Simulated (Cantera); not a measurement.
Mixture: CH₄ : CO : O₂ : N₂ = 1 : 0.45 : 4.73 : 17.8 (molar parts), at 1.00 bar, adiabatic and at constant volume. Ignition delay is the time to a rise of 400 K.

Computed with Cantera and GRI-Mech 3.0 (53 species, 325 reactions).

Question: Predict: delay at 1025 K; delay at 1125 K; delay at 1225 K; delay at 1325 K; delay at 1425 K; delay at 1525 K; apparent activation energy between 1325 and 1525 K.

Answer: 
```json
{
  "delay at 1025 K": "0.571 s",
  "delay at 1125 K": "99.0 ms",
  "delay at 1225 K": "21.2 ms",
  "delay at 1325 K": "5.49 ms",
  "delay at 1425 K": "1.75 ms",
  "delay at 1525 K": "0.680 ms",
  "apparent activation energy between 1325 and 1525 K": "180 kJ/mol"
}
```
